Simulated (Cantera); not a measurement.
Feed: 1 mol Fe, 2.4 mol CO, 2.4 mol N2, at 1125 K.

These are equilibrium values from Cantera (NASA tables, ideal gas, pure condensed phases), not measurements of a reactor. Candidate condensed phases: C, Fe, Fe(CO)5, FeO, Fe2O3, Fe3O4; 27 gas species. The tables' stoichiometric FeO is somewhat more stable than real wüstite, so its field is too wide. FeO: taken at fixed stoichiometry. Condensed phases not in the tables: cementite and carbon dissolved in iron. Kinetics and transport are ignored.

log p: log10 of the partial pressure in bar; n: condensed amount in mol.

```tsv
P (Pa)	log p N2	log p CO	log p CO2	log p Fe	n Fe(α)	n C(graphite)	n FeO(s)
10	-4.30	-4.30	-9.84	-11.47	1.00	0	0
120	-3.22	-3.22	-7.68	-11.47	1.00	0	0
1600	-2.10	-2.10	-5.43	-11.47	1.00	0.00112	0
19000	[?]	[?]	[?]	-11.47	1.00	[?]	0
240000	[?]	[?]	[?]	-11.47	1.00	[?]	0
3000000	1.31	0.83	0.42	<-10	0	1.31	1.00
```

Question: Complete the blanks.

Answer: 
- 240000, log p N2: 0.09
- 240000, log p CO: 0.04
- 240000, log p CO2: -1.15
- 240000, n C(graphite): 0.136
- 19000, log p N2: -1.02
- 19000, log p CO: -1.03
- 19000, log p CO2: -3.28
- 19000, n C(graphite): 0.0131
